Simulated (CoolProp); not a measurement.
The numbers come from the reference Helmholtz-energy equation of state, Leachman 2009 in CoolProp.

### Question
For normal hydrogen, give the phase and the cp (kJ/(kg K)), conductivity (mW/(m K)) at 35.8 K and 4.86 MPa; 35.8 K and 6.48 MPa; 35.8 K and 9.72 MPa.

### Answer
- 35.8 K and 4.86 MPa: supercritical; cp 16.0, conductivity 105
- 35.8 K and 6.48 MPa: supercritical; cp 14.1, conductivity 111
- 35.8 K and 9.72 MPa: supercritical; cp 12.3, conductivity 121

Thermal conductivity comes from a separate model (Assael 2011).
